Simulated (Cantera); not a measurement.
Charge: 1 mol SiH2Cl2, 3.3 mol NH3, at 1523.15 K and 0.100 bar.

These are equilibrium values from Cantera (NASA tables, ideal gas, pure condensed phases), not measurements of a reactor. Candidate condensed phases: NH4Cl, Si, Si3N4; 28 gas species. The tables' values for SiCl3 are old estimates; treat these amounts as uncertain. Kinetics and transport are ignored.

Base state: H2 0.633, HCl 0.225, N2 0.131, SiCl2 0.00830, SiCl3 0.00159, SiCl4 0.000915, SiHCl3 0.000289, H 5.83e-5 (mole fractions); condensed: Si3N4(s).

Q: What changes in the equilibrium state with this change: 0.14 mol HF added?

A: 
```tsv
species	before	after
H2	0.633	0.630
HCl	0.225	0.221
N2	0.131	0.131
HF	0	0.00325
SiCl2	0.00830	0.00809
SiF4	0	0.00255
SiF3	0	0.000863
SiHF3	0	0.000286
Si3N4(s), mol	0.304	0.294
```
The tables' values for SiCl3, SiF3, SiF2 are old estimates; treat these amounts as uncertain.
